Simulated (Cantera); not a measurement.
Cantera with NASA thermochemical tables; ideal gases at 1 bar, condensed phases pure. Values are per mole of reaction as written; species without (g) are pure solids or liquids, kept so even where they would boil at 1 bar. The tables' values for SiF2 are old estimates.

Si3N4 + 4 NF3(g) → 8 N(g) + 3 SiF4(g)

```csv
T (K),ΔH° (kJ),ΔS° (J/K),ΔG° (kJ),log10 K
300,208.2,918.9,-67.5,11.75
548,221.4,952.1,-300.4,28.63
748,226.3,959.9,-491.7,34.34
948,227.4,961.3,-683.9,37.68
1148,225.5,959.5,-876.0,39.86
1348,(withheld),(withheld),(withheld),(withheld)
1548,215.4,952.1,-1258.4,42.46
1748,208.2,947.7,-1448.4,43.28
1948,200.0,943.3,-1637.5,43.91
2148,191.2,939.0,-1825.7,44.40
2348,(withheld),(withheld),(withheld),(withheld)
```

Problem. What belongs in the gaps?

Solution. 
- 1348, ΔH° (kJ): 221.3
- 1348, ΔS° (J/K): 956.2
- 1348, ΔG° (kJ): -1067.6
- 1348, log10 K: 41.37
- 2348, ΔH° (kJ): 181.8
- 2348, ΔS° (J/K): 934.8
- 2348, ΔG° (kJ): -2013.1
- 2348, log10 K: 44.78
